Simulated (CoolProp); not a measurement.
Vapour-liquid equilibrium of CH2F2 (R32) (1) + R142b (2) at 5.55 bar; x and y are mole fractions of (1).

Model: multi-fluid Helmholtz-energy mixture model, Tillner-Roth 1997 and Lemmon 2006; pair parameters Bell 2016, in CoolProp.

```csv
x,bubble temperature (K),y at the bubble point,dew temperature at overall composition x (K),liquid density (mol/L)
0.05,308.9,0.184,313.7,11.00
0.2,293.3,0.546,308.3,12.19
0.35,282.4,0.729,302.4,13.43
0.5,275.1,0.829,295.6,14.75
0.65,270.1,0.891,287.5,16.24
0.8,266.2,0.938,277.4,18.01
0.95,262.8,0.983,265.2,20.17
```

No azeotrope shows between x = 0.05 and 0.95.

Pair parameters are fitted to limited data, so mixtures are less certain than the pure fluids.
